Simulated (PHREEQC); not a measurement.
Consider water at 25 °C with 0.011 mol/kgw NaH2PO4 and 0.0081 mol/kgw NaOH. Closed to the air; pH follows from the charge balance.

Equilibrium calculation in PHREEQC: ion-association model, wateq4f.dat.

Each row changes one thing in this solution. Precipitation was switched off in this run.

```json
[
 {"case": "as made", "pH": "7.45", "ionic strength (mol/kgw)": "0.0269"},
 {"case": "diluted 5-fold with water", "pH": "7.55", "ionic strength (mol/kgw)": "0.00542"},
 {"case": "NaH2PO4 left out", "pH": "11.87", "ionic strength (mol/kgw)": "0.00810"},
 {"case": "NaOH left out", "pH": "4.71", "ionic strength (mol/kgw)": "0.0111"},
 {"case": "NaOH from 0.0081 to 0.0405 mol/kgw", "pH": "12.23", "ionic strength (mol/kgw)": "___"},
 {"case": "NaOH from 0.0081 to 0.0121 mol/kgw", "pH": "___", "ionic strength (mol/kgw)": "0.0347"},
 {"case": "diluted 100-fold with water", "pH": "7.62", "ionic strength (mol/kgw)": "0.000272"},
 {"case": "NaH2PO4 from 0.011 to 0.0022 mol/kgw", "pH": "___", "ionic strength (mol/kgw)": "0.0137"},
 {"case": "temperature from 25 to 10 °C", "pH": "___", "ionic strength (mol/kgw)": "0.0269"}
]
```

Problem. Complete the blanks.

Solution. 
- NaOH from 0.0081 to 0.0405 mol/kgw, ionic strength (mol/kgw): 0.0775
- NaOH from 0.0081 to 0.0121 mol/kgw, pH: 10.69
- NaH2PO4 from 0.011 to 0.0022 mol/kgw, pH: 11.67
- temperature from 25 to 10 °C, pH: 7.49

H3PO4, which wateq4f.dat lacks, is added to it with the constant of phreeqc.dat. Constants without temperature data keep their 25 °C values here.
